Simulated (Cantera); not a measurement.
Input: 1 mol Fe2O3, a varied amount of H2, 2.8 mol H2O, held at 1750 K and 1.10 mbar.

Equilibrium computed with Cantera from the NASA thermochemical tables; the gas is ideal and each condensed phase is pure. Candidate condensed phases: Fe, FeO, Fe(OH)2, Fe(OH)3, Fe2O3, Fe3O4, H2O; 12 gas species. Mutual solubility and eutectic melting of coexisting phases are not modelled. The tables' stoichiometric FeO is somewhat more stable than real wüstite, so its field is too wide. FeO: taken at fixed stoichiometry. Kinetics and transport are ignored.

Problem. What share of the Fe ends up in condensed phases as a function of n(H2) (mol), at 0.72, 1.3, 2.4, 4.3, 7.7, 14, 25, 46, 83?

Solution. 
```tsv
n(H2) (mol)	Fe condensed (%)	as
0.72	100.0	FeO(l) + Fe3O4(s)
1.3	99.9	FeO(l)
2.4	99.4	FeO(l)
4.3	98.2	FeO(l)
7.7	94.7	FeO(l)
14	89.1	Fe(δ) + FeO(l)
25	82.0	Fe(δ)
46	68.5	Fe(δ)
83	44.7	Fe(δ)
```
